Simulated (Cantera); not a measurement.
An isothermal, constant-pressure homogeneous reactor starts with 2.06 % H2, 97.9 % O2, equivalence ratio 0.011, at 1200 K and 24.0 Torr.

Cantera simulation using the H2/O2 subset of GRI-Mech 3.0, which has no nitrogen chemistry; the numbers are that mechanism's predictions, not measurements. Radical loss at walls, strong at low pressure, is not modelled.

One state of this run: x H2 = 0.000110; x O2 = 0.969; x OH = 0.00122; x H2O = 0.0196; x H2O2 = 8.61e-8; x O = 0.00964; x HO2 = 3.38e-6. x: mole fraction; the columns are a selection and need not sum to one.

**Question.** Which value of t (s) does it belong to?
A) 12.3
B) 0.0105
C) 1.17
D) 3.80

**Answer.** B, 0.0105
